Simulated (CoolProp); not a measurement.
The numbers come from the reference Helmholtz-energy equation of state, Younglove 1994 in CoolProp. It is a modified Benedict-Webb-Rubin equation, recast in Helmholtz form.

Give the vapour pressure (MPa), vapour density (kg/m³), enthalpy of vaporisation (kJ/kg), liquid cp (kJ/(kg K)) of saturated R123 at -27.95, 10.95, 88.85 °C.


```
T (°C)  p (MPa)  vapour density (kg/m³)  enthalpy of vaporisation (kJ/kg)  liquid cp (kJ/(kg K))
------  -------  ----------------------  --------------------------------  ---------------------
-27.95  0.00763                   0.576                               192                  0.960
10.95    0.0526                    3.50                               177                   1.00
88.85     0.607                    36.2                               141                   1.12
```
